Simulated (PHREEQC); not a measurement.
## Reverse-osmosis permeate (model solution)

Model water analysis in mg/L, 20 °C, pH 6.19, pe 2.8: Na 0.897; K 0.199; Ca 0.519; Mg 0.458; Cl 1.39; S(6) as SO4 0.368; Alkalinity as HCO3 3.87; B 0.0336.

Valence states are taken as typed.

Model: ion-association model, phreeqc.dat, run in PHREEQC.

Precipitation was switched off in this run.

Predict the charge-balance error.

charge-balance error -1.2 %.

In which forms is C present?

CO2 61 %, HCO3- 39 % of the C.

Species that the database lacks are ignored.
